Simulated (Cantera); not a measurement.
Input (Python, Cantera):

```python
import numpy as np
import cantera as ct

gas = ct.Solution("gri30.yaml")
gas.TPX = 325, 1500000, {'CH4': 1, 'C2H6': 0.15, 'C3H8': 0.98, 'O2': 9.9, 'N2': 37.2}
inlet = ct.Reservoir(gas, clone=True)
gas.equilibrate("HP")  # start burning
reactor = ct.IdealGasConstPressureReactor(gas, energy="on", clone=False)
exhaust = ct.Reservoir(gas, clone=True)
tau = [0.33, 0.14, 0.056, 0.023, 0.0095, 0.0039, 0.0016, 0.00067, 0.00028, 0.00011, 4.7e-05][0]
for a, b in ((inlet, reactor), (reactor, exhaust)):
    ct.MassFlowController(a, b, mdot=lambda t: reactor.mass / tau)
net = ct.ReactorNet([reactor])
show = ['CH4', 'C2H6', 'C3H8', 'CH2O', 'CH3']

rows = []
print(f"{'tau/s':>10s}{'T/K':>9s}" + "".join(f"{s:>11s}" for s in show))
for tau in [0.33, 0.14, 0.056, 0.023, 0.0095, 0.0039, 0.0016, 0.00067, 0.00028, 0.00011, 4.7e-05]:
    net.initial_time = 0.0
    net.advance(30 * tau)
    before = gas.X
    net.advance(40 * tau)
    drift = np.max(np.abs(gas.X - before) / (gas.X + 1e-9))
    rows.append([gas.T, *gas[show].X, drift])
    print(f"{tau:10.3e}{gas.T:9.1f}" + "".join(f"{x:11.3e}" for x in gas[show].X))
```

It prints:

```
     tau/s      T/K        CH4       C2H6       C3H8       CH2O        CH3
 3.300e-01   1980.5  1.601e-07  3.264e-09  1.905e-08  3.909e-08  7.579e-08
 1.400e-01   1980.9  3.687e-07  7.587e-09  4.440e-08  9.076e-08  1.757e-07
 5.600e-02   1980.9  8.800e-07  1.851e-08  1.089e-07  2.197e-07  4.237e-07
 2.300e-02   1980.0  1.960e-06  4.302e-08  2.559e-07  5.023e-07  9.614e-07
 9.500e-03   1978.1  4.073e-06  9.597e-08  5.809e-07  1.090e-06  2.054e-06
 3.900e-03   1974.3  7.962e-06  2.062e-07  1.278e-06  2.265e-06  4.141e-06
 1.600e-03   1967.5  1.496e-05  4.283e-07  2.714e-06  4.557e-06  7.941e-06
 6.700e-04   1955.9  2.764e-05  8.619e-07  5.536e-06  8.957e-06  1.462e-05
 2.800e-04   1935.2  5.306e-05  1.763e-06  1.130e-05  1.795e-05  2.699e-05
 1.100e-04   1892.5  1.208e-04  4.167e-06  2.590e-05  4.075e-05  5.531e-05
 4.700e-05    325.0  2.031e-02  3.047e-03  1.991e-02 -6.700e-17 -2.845e-22
```

Cantera simulation using GRI-Mech 3.0 (53 species, 325 reactions); the numbers are that mechanism's predictions, not measurements. GRI-Mech 3.0 was tuned for natural gas; its chemistry of propane as a main component is partial and can be far from experiment. The pressure lies above the range GRI-Mech 3.0 was tuned for (to about 10 atm).
